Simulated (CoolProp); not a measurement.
The fluid at 293.15 K and 0.164 MPa is throttled through a valve to 0.0269 MPa with no heat exchange. The same conditions are run with several fluids, on thermodynamics alone (safety and materials aside).

Model: reference Helmholtz-energy equation of state of each fluid (CF4 (R14): Platzer 1990; ethylene: Smukala 2000; isobutane: Bücker 2006; R143a: Lemmon and Jacobsen 2000; propylene: Lemmon 2013), in CoolProp. The equations of Platzer and Polt are older, rougher fits.

```csv
fluid,temperature change (K),final density (kg/m³)
CF4 (R14),-0.8,0.975
ethylene,-1.5,0.312
isobutane,-3.2,0.654
R143a,-2.8,0.941
propylene,-2.5,0.470
```
